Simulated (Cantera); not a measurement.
# Premixed flame

A freely propagating, adiabatic, planar premixed flame of CH4 : C2H6 : C3H8 : O2 : N2 = 1 : 0.037 : 0.21 : 2.89 : 10.9 (molar parts), unburnt at 525 K and 1.00 bar; multicomponent+Soret transport, grid criteria slope 0.08 and curve 0.16, no radiation.

Model: GRI-Mech 3.0 (53 species, 325 reactions), integrated in Cantera. GRI-Mech 3.0 was tuned for natural gas; its chemistry of propane as a main component is partial and can be far from experiment. Burning velocities carry a grid error of a few per cent, more on coarse grids.

```tsv
z (mm)	T (K)	u (m/s)	x CH4	x C2H6	x C3H8	x CO2	x C2H2	x NO
-0.967	525	1.09	0.0664	0.00246	0.0140	8.33e-8	<1e-8	<1e-8
-0.645	526	1.09	0.0662	0.00246	0.0139	1.77e-6	1.00e-7	<1e-8
-0.484	532	1.11	0.0657	0.00246	0.0139	1.68e-5	8.82e-7	1.85e-8
-0.322	579	1.21	0.0626	0.00247	0.0139	0.000247	1.18e-5	1.92e-7
-0.161	959	2.05	0.0467	0.00273	0.0102	0.00417	0.000188	2.59e-6
-0.0806	1382	3.02	0.0280	0.00187	0.00306	0.0115	0.000545	6.51e-6
0	1781	3.95	0.00788	0.000167	6.33e-5	0.0236	0.000841	1.37e-5
0.0806	1957	4.35	0.000767	1.01e-6	3.27e-8	0.0373	0.000186	2.37e-5
0.161	2004	4.44	3.79e-5	<1e-8	<1e-8	0.0485	9.32e-6	3.10e-5
0.322	2047	4.51	8.45e-8	<1e-8	<1e-8	0.0598	1.32e-8	3.76e-5
0.645	2100	4.61	<1e-8	<1e-8	<1e-8	0.0655	<1e-8	4.45e-5
1.29	2166	4.74	<1e-8	<1e-8	<1e-8	0.0682	<1e-8	5.56e-5
2.58	2235	4.86	<1e-8	<1e-8	<1e-8	0.0710	<1e-8	7.44e-5
```
x: mole fraction of selected species; z is measured from the peak of heat release.

| Quantity | Value |
|---|---|
| laminar burning velocity | 109 cm/s |
| thermal thickness | 0.322 mm |
| peak x(C2H2) | 0.000877 |
| grid points | 154 |
